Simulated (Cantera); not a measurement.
Pyrogenic steam for wet oxidation

A perfectly stirred reactor is fed with H2 : O2 : N2 : H2O = 1.7 : 1 : 0.6 : 0.12 (molar parts), at 13300 Pa; it is held at 1175 K, and followed from long to short residence time.

Computed with Cantera and the H2/O2 subset of GRI-Mech 3.0, which has no nitrogen chemistry. The temperature is held fixed by assumption; the heat of reaction is taken as removed at once.

```
τ (s)        x H2    x O2  x H2O    x HO2       x H   x H2O2
-------  --------  ------  -----  -------  --------  -------
20       0.000149  0.0584  0.708  2.54e-6   3.76e-6  5.11e-7
6.1      0.000329  0.0584  0.708  5.01e-6   1.24e-5  8.97e-7
1.9      0.000714  0.0586  0.707  8.94e-6   3.99e-5  1.49e-6
0.59      0.00153  0.0589  0.705  1.42e-5  0.000128  2.33e-6
0.18      0.00328  0.0596  0.703  1.98e-5  0.000414  3.37e-6
0.057     0.00671  0.0611  0.697  2.46e-5   0.00126  4.34e-6
0.018      0.0133  0.0641  0.684  2.86e-5   0.00373  4.98e-6
0.0055     0.0258  0.0704  0.659  3.25e-5    0.0106  5.12e-6
0.0017     0.0466  0.0818  0.612  3.67e-5    0.0270  4.82e-6
0.00053    0.0782   0.100  0.533  4.09e-5    0.0593  4.25e-6
0.00017     0.123   0.127  0.422  4.33e-5     0.105  3.53e-6
```
x: mole fraction; the columns are a selection and need not sum to one.
